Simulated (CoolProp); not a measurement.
Vapour-liquid equilibrium of R134a (1) + R236FA (2) at 3.25 °C; x and y are mole fractions of (1).

Computed with CoolProp (multi-fluid Helmholtz-energy mixture model, Tillner-Roth 1994 and Pan 2012; pair parameters Bell 2016).

Problem. Give the bubble pressure and the first vapour's composition at x = 0.05, 0.575, 0.725. Is there an azeotrope?

Solution. x = 0.05: 132.6 kPa, y = 0.116; x = 0.575: 237.7 kPa, y = 0.769; x = 0.725: 269.3 kPa, y = 0.867. No azeotrope shows between x = 0.05 and 0.95.

Pair parameters are fitted to limited data, so mixtures are less certain than the pure fluids.
